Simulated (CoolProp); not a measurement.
Chlorine along the isotherm 429.5 K: fugacity coefficient from the reference equation and from simpler models built on Tc = 416.9 K, pc = 7642 kPa, ω = 0.070; each cubic takes its own stable root.

Model: reference Helmholtz-energy equation of state, Thol 2021, in CoolProp.

| p (kPa) | phase | reference |
|---|---|---|
| 36.3 | gas | 0.9986 |
| 61.2 | gas | 0.9977 |
| 103 | gas | 0.9961 |
| 174 | gas | 0.9934 |
| 294 | gas | 0.9889 |
| 496 | gas | 0.9813 |
| 837 | gas | 0.9685 |
| 1410 | gas | 0.9471 |
| 2390 | gas | 0.9107 |
| 4030 | gas | 0.8503 |
| 6790 | gas | 0.7477 |
| 11500 | supercritical | 0.5482 |

Problem. How far does each simpler model (van der Waals, Redlich-Kwong, Soave-Redlich-Kwong, Peng-Robinson) lie from the reference over these 12 states: mean and median of the absolute difference, and the worst?

Solution. 
- van der Waals: mean 0.5 %, median 0.1 %, worst +3.0 % at 429.5 K and 11500 kPa
- Redlich-Kwong: mean 0.5 %, median 0.2 %, worst -2.0 % at 429.5 K and 6790 kPa
- Soave-Redlich-Kwong: mean 0.4 %, median 0.2 %, worst -1.8 % at 429.5 K and 6790 kPa
- Peng-Robinson: mean 1.4 %, median 0.5 %, worst -4.8 % at 429.5 K and 6790 kPa
